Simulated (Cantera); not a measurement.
An isothermal, constant-pressure homogeneous reactor starts with 5.56 % CH₄, 94.4 % N₂, at 1675 K and 1.01 bar.

Computed with Cantera and GRI-Mech 3.0 (53 species, 325 reactions). GRI-Mech 3.0 stops at C3 and has no aromatics, soot or wall deposition, so with more carbon than oxygen in the feed, carbon stays in small species such as C2H2 where larger ones or solid carbon would form.

One state of this run: x CH₄ = 0.00204; x CH₃ = 1.70e-5; x C₂H₄ = 0.000116; x CH₂ = 7.00e-9; x H = 3.12e-5. x: mole fraction; the columns are a selection and need not sum to one.

Task: Which value of t (s) does it belong to?
A) 0.533
B) 0.000462
C) 4.00
D) 3.00e-6

Result: A, 0.533
